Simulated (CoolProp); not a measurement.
A Linde-Hampson liquefier for oxygen: isothermal reversible compression at 290 K from 1 atm to 40 MPa, throttling to 1 atm, return gas leaving the recuperator 5 K below the feed. Each further row changes one setting.

Model: reference Helmholtz-energy equation of state, Schmidt 1985, in CoolProp.

```json
[
 {"case": "as stated", "liquid yield per pass": "…", "compression work (kJ/kg of gas)": "441"},
 {"case": "high pressure 80 MPa", "liquid yield per pass": "…", "compression work (kJ/kg of gas)": "…"},
 {"case": "warm-end temperature 320 K", "liquid yield per pass": "…", "compression work (kJ/kg of gas)": "…"},
 {"case": "warm-end gap 10 K", "liquid yield per pass": "…", "compression work (kJ/kg of gas)": "441"}
]
```

Q: What belongs in the gaps?

A: 
- as stated, liquid yield per pass: 0.160
- high pressure 80 MPa, liquid yield per pass: 0.159
- high pressure 80 MPa, compression work (kJ/kg of gas): 505
- warm-end temperature 320 K, liquid yield per pass: 0.121
- warm-end temperature 320 K, compression work (kJ/kg of gas): 493
- warm-end gap 10 K, liquid yield per pass: 0.150

Above 300 K oxygen's equation is extrapolated.
